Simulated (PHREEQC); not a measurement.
Make-up at 25 °C: 0.027 mol FeCl3, 0.0072 mol NiCl2 and 0.046 mol NaCl per kg of water. Closed to the air; pH follows from the charge balance.

Equilibrium calculation in PHREEQC: ion-association model, wateq4f.dat.

No solid was allowed to form.

Q: Order these Cl species by the share of Cl that they hold, largest first: FeCl2+, FeCl+2, Cl-, NiCl2, NiCl+.

A: Cl- (91 %), FeCl+2 (6.6 %), FeCl2+ (2.2 %), NiCl+ (0.44 %), NiCl2 (0.21 %)

Q: Order these Fe species by the share of Fe that they hold, largest first: FeCl2+, FeOH+2, FeCl+2, Fe+3, Fe2(OH)2+4.

A: FeCl+2 (34 %), Fe+3 (28 %), Fe2(OH)2+4 (17 %), FeOH+2 (11 %), FeCl2+ (5.8 %)

The pH is 2.15 and the ionic strength 0.186 mol/kgw. The solution is supersaturated, for example in Hematite (slow to form), Goethite (slow to form), so a real one may precipitate; this is no full list.
